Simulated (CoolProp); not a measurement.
Vapour-liquid equilibrium of toluene (1) + n-dodecane (2) at 524.8 K; x and y are mole fractions of (1).

The numbers come from the multi-fluid Helmholtz-energy mixture model, Lemmon 2006 and Lemmon 2004; pair parameters Bell 2016 in CoolProp.

```csv
x,"bubble pressure, mixture model (MPa)","bubble pressure, Raoult's law (MPa)","y, mixture model","y, Raoult's law"
0.05,0.2646,0.2942,0.191,0.291
0.2,0.4254,0.5180,0.546,0.661
0.35,0.6172,0.7419,0.728,0.808
0.5,0.8322,0.9658,0.833,0.886
0.65,1.068,1.190,0.901,0.935
0.8,1.325,1.414,0.949,0.969
0.95,1.611,1.637,0.988,0.993
```

The largest gap from Raoult's law is -17.9 % in bubble pressure, at x = 0.2. No azeotrope shows between x = 0.05 and 0.95.

Pair parameters are fitted to limited data, so mixtures are less certain than the pure fluids.
